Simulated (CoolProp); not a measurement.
Vapour-liquid equilibrium of ammonia (1) + benzene (2) at 17.75 °C; x and y are mole fractions of (1).

Computed with CoolProp (multi-fluid Helmholtz-energy mixture model, Gao 2020 and Thol 2012; pair parameters Bell 2016).

| x | bubble pressure (kPa) | y at the bubble point | dew pressure at overall composition x (kPa) | liquid density (mol/L) |
|---|---|---|---|---|
| 0.05 | 125.0 | 0.928 | 9.466 | 11.72 |
| 0.2 | 405.7 | 0.979 | 11.25 | 13.24 |
| 0.35 | 556.6 | 0.985 | 13.85 | 15.14 |
| 0.5 | 615.5 | 0.987 | 18.01 | 17.57 |
| 0.65 | 642.5 | 0.988 | 25.73 | 20.84 |
| 0.8 | 681.2 | 0.990 | 44.99 | 25.50 |
| 0.95 | 759.2 | 0.996 | 178.7 | 32.70 |

No azeotrope shows between x = 0.05 and 0.95.

The pair parameters rest on a limited set of measurements; away from them the model extrapolates. With so large a gap from Raoult's law the liquid may split in two, which this calculation doesn't test in full.
